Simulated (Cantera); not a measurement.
Feed: 1 mol MgCO3, 0.39 mol H2O, 0.051 mol CO2, held at 1923.15 K and 1.33 mbar.

Equilibrium computed with Cantera from the NASA thermochemical tables; the gas is ideal and each condensed phase is pure. Candidate condensed phases: C, C6H6, C7H8, C8H18, H2O, Mg, MgCO3, MgO, Mg(OH)2; 116 gas species. Equilibrium is a limit: real reactors are often held back by kinetics, nucleation or transport.

Base state: CO2 0.636, H2O 0.249, CO 0.0648, O2 0.0332, OH 0.00721, H2 0.00591, H 0.00199, O 0.00181 (mole fractions); condensed: MgO(s).

Question: What changes in the equilibrium state with this change: temperature from 1923.15 K to 1325 K?

Answer: 
```tsv
species	before	after
CO2	0.636	0.729
H2O	0.249	0.271
CO	0.0648	0.000349
O2	0.0332	0.000204
Mg	8.62e-5	<1e-9
O	0.00181	1.08e-7
H	0.00199	3.74e-7
OH	0.00721	2.12e-5
H2	0.00591	6.96e-5
MgO(s), mol	1.000	1.00
```

Question: What changes in the equilibrium state with this change: temperature from 1923.15 K to 873.15 K?

Answer: 
```
species       before    after
-----------  -------  -------
CO2            0.636    0.729
H2O            0.249    0.271
CO            0.0648  4.23e-8
O2            0.0332  4.21e-8
Mg           8.62e-5    <1e-9
OH           0.00721  1.23e-9
H            0.00199    <1e-9
O            0.00181    <1e-9
H2           0.00591  4.19e-8
MgO(s), mol    1.000     1.00
```
